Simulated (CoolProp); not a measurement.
Model: reference Helmholtz-energy equation of state, McLinden 2015, in CoolProp.

Question: For the fluoroketone C6F12O (FK-5-1-12), give the phase and the cv (kJ/(kg K)), Joule-Thomson coefficient (K/MPa) at 500 K and 0.0426 MPa.

Answer: 
- 500 K and 0.0426 MPa: gas; cv 1.04, Joule-Thomson coefficient 5.57
